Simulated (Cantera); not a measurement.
A closed system holds: 1 mol SiH₂Cl₂, 1.4 mol C₂H₂, 1800 mol H₂, held at 0.190 bar.

Method: chemical equilibrium by Gibbs-energy minimisation in Cantera with the NASA 1993 tables (ideal gas, pure condensed phases). Candidate condensed phases: C, C₆H₆, C₇H₈, C₈H₁₈, Si, SiC; 109 gas species. Kinetics and transport are ignored.

Which condensed phases are stable at each of these points (T (°C)): 1377, 1427, 1477, 1527, 1577, 1627, 1677?


| T (°C) | condensed phases | Si condensed (%) |
|---|---|---|
| 1377 | C(graphite) + SiC(s) | 100.0 |
| 1427 | C(graphite) + SiC(s) | 99.9 |
| 1477 | C(graphite) + SiC(s) | 99.9 |
| 1527 | C(graphite) + SiC(s) | 99.7 |
| 1577 | C(graphite) + SiC(s) | 99.5 |
| 1627 | C(graphite) + SiC(s) | 98.9 |
| 1677 | SiC(s) | 97.7 |

From 1377 °C to 1627 °C the condensed part is C(graphite) + SiC(s). At 1677 °C the condensed part is SiC(s).
